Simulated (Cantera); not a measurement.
A perfectly stirred reactor is fed with 3.09 % CH4, 96.5 % H2, 0.425 % CO2, at 0.0133 bar; it is held at 1725 K, and followed from long to short residence time.

Model: GRI-Mech 3.0 (53 species, 325 reactions), integrated in Cantera. GRI-Mech 3.0 stops at C3 and has no aromatics, soot or wall deposition, so with more carbon than oxygen in the feed, carbon stays in small species such as C2H2 where larger ones or solid carbon would form. Radical loss at walls, strong at low pressure, is not modelled.

Predict: x(CH4) at τ = 0.770 s; x(H2) at τ = 0.770 s; x(CO2) at τ = 0.770 s; x(OH) at τ = 0.770 s; x(CH3) at τ = 0.770 s; x(CH4) at τ = 41.0 ms; x(H2) at τ = 41.0 ms; x(CO2) at τ = 41.0 ms; x(OH) at τ = 41.0 ms; x(CH3) at τ = 41.0 ms.


```
Item                      Value
---------------------  --------
x(CH4) at τ = 0.770 s    0.0169
x(H2) at τ = 0.770 s      0.967
x(CO2) at τ = 0.770 s  0.000505
x(OH) at τ = 0.770 s    2.56e-7
x(CH3) at τ = 0.770 s  0.000424
x(CH4) at τ = 41.0 ms    0.0300
x(H2) at τ = 41.0 ms      0.964
x(CO2) at τ = 41.0 ms   0.00361
x(OH) at τ = 41.0 ms    4.61e-8
x(CH3) at τ = 41.0 ms  0.000337
```
